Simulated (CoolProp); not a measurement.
Water along the isotherm 731 K: density (kg/m³) from the reference equation and from simpler models built on Tc = 647.1 K, pc = 22.06 MPa, ω = 0.344; each cubic takes its own stable root.

The numbers come from the reference Helmholtz-energy equation of state, Wagner 2002 in CoolProp.

| p (MPa) | phase | reference |
|---|---|---|
| 8.33 | gas | 26.96 |
| 16.7 | gas | 60.53 |
| 25 | supercritical | 105.0 |
| 33.3 | supercritical | 170.2 |
| 41.7 | supercritical | 269.1 |
| 50 | supercritical | 372.1 |
| 58.3 | supercritical | 444.5 |
| 66.7 | supercritical | 493.8 |
| 75 | supercritical | 529.6 |
| 83.3 | supercritical | 557.8 |
| 91.7 | supercritical | 581.3 |
| 100 | supercritical | 601.0 |

How far does each simpler model (ideal gas, van der Waals) lie from the reference over these 12 states: mean and median of the absolute difference, and the worst?


- ideal gas: mean 45.9 %, median 53.7 %, worst -61.1 % at 731 K and 58.3 MPa
- van der Waals: mean 21.3 %, median 25.1 %, worst -38.5 % at 731 K and 100 MPa
